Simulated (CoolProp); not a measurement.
Vapour-liquid equilibrium of n-hexane (1) + cyclohexane (2) at 18.05 °C; x and y are mole fractions of (1).

Computed with CoolProp (multi-fluid Helmholtz-energy mixture model, Thol 2019 and Zhou 2014; pair parameters Bell 2016).

```json
[
 {"x": "0.05", "bubble pressure (bar)": "0.09801", "y at the bubble point": "0.085", "dew pressure at overall composition x (bar)": "0.09646", "liquid density (mol/L)": "9.180"},
 {"x": "0.15", "bubble pressure (bar)": "0.1048", "y at the bubble point": "0.232", "dew pressure at overall composition x (bar)": "0.1010", "liquid density (mol/L)": "8.997"},
 {"x": "0.25", "bubble pressure (bar)": "0.1111", "y at the bubble point": "0.356", "dew pressure at overall composition x (bar)": "0.1057", "liquid density (mol/L)": "8.821"},
 {"x": "0.35", "bubble pressure (bar)": "0.1168", "y at the bubble point": "0.464", "dew pressure at overall composition x (bar)": "0.1108", "liquid density (mol/L)": "8.651"},
 {"x": "0.45", "bubble pressure (bar)": "0.1222", "y at the bubble point": "0.562", "dew pressure at overall composition x (bar)": "0.1160", "liquid density (mol/L)": "8.486"},
 {"x": "0.55", "bubble pressure (bar)": "0.1272", "y at the bubble point": "0.651", "dew pressure at overall composition x (bar)": "0.1215", "liquid density (mol/L)": "8.327"},
 {"x": "0.65", "bubble pressure (bar)": "0.1321", "y at the bubble point": "0.735", "dew pressure at overall composition x (bar)": "0.1272", "liquid density (mol/L)": "8.173"},
 {"x": "0.75", "bubble pressure (bar)": "0.1367", "y at the bubble point": "0.814", "dew pressure at overall composition x (bar)": "0.1329", "liquid density (mol/L)": "8.024"},
 {"x": "0.85", "bubble pressure (bar)": "0.1412", "y at the bubble point": "0.891", "dew pressure at overall composition x (bar)": "0.1388", "liquid density (mol/L)": "7.879"},
 {"x": "0.95", "bubble pressure (bar)": "0.1457", "y at the bubble point": "0.964", "dew pressure at overall composition x (bar)": "0.1448", "liquid density (mol/L)": "7.739"}
]
```

No azeotrope shows between x = 0.05 and 0.95.

Pair parameters are fitted to limited data, so mixtures are less certain than the pure fluids.
